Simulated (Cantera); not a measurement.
An isothermal, constant-pressure homogeneous reactor starts with H₂ : O₂ : N₂ : H₂O = 0.8 : 1 : 3.6 : 0.017 (molar parts), equivalence ratio 0.40, at 1025 K and 0.200 bar.

Cantera simulation using the H2/O2 subset of GRI-Mech 3.0, which has no nitrogen chemistry; the numbers are that mechanism's predictions, not measurements. The temperature is held fixed by assumption; the heat of reaction is taken as removed at once.

x: mole fraction; the columns are a selection and need not sum to one.

```json
[
 {"t (s)": "4.00e-6", "x H₂": "0.148", "x O₂": "0.185", "x H": "2.99e-11", "x H₂O₂": "<1e-12", "x O": "1.38e-12"},
 {"t (s)": "1.89e-5", "x H₂": "0.148", "x O₂": "0.185", "x H": "1.55e-10", "x H₂O₂": "<1e-12", "x O": "2.26e-11"},
 {"t (s)": "8.94e-5", "x H₂": "0.148", "x O₂": "0.185", "x H": "2.50e-9", "x H₂O₂": "1.19e-12", "x O": "5.50e-10"},
 {"t (s)": "0.000423", "x H₂": "0.148", "x O₂": "0.185", "x H": "5.67e-5", "x H₂O₂": "1.33e-8", "x O": "1.27e-5"},
 {"t (s)": "0.00200", "x H₂": "(withheld)", "x O₂": "0.120", "x H": "(withheld)", "x H₂O₂": "(withheld)", "x O": "(withheld)"},
 {"t (s)": "0.00946", "x H₂": "0.000174", "x O₂": "0.120", "x H": "1.84e-6", "x H₂O₂": "8.63e-7", "x O": "1.33e-5"},
 {"t (s)": "0.0447", "x H₂": "9.59e-6", "x O₂": "0.120", "x H": "3.57e-8", "x H₂O₂": "1.48e-7", "x O": "8.84e-7"},
 {"t (s)": "0.211", "x H₂": "(withheld)", "x O₂": "0.120", "x H": "5.68e-10", "x H₂O₂": "(withheld)", "x O": "(withheld)"},
 {"t (s)": "1.00", "x H₂": "7.38e-9", "x O₂": "0.120", "x H": "2.97e-11", "x H₂O₂": "4.04e-9", "x O": "1.22e-8"}
]
```

Problem. Some entries are withheld; supply them.

Solution. 
- 0.00200, x H₂: 0.00161
- 0.00200, x H: 0.000120
- 0.00200, x H₂O₂: 2.63e-6
- 0.00200, x O: 0.000232
- 0.211, x H₂: 1.69e-7
- 0.211, x H₂O₂: 2.23e-8
- 0.211, x O: 7.85e-8
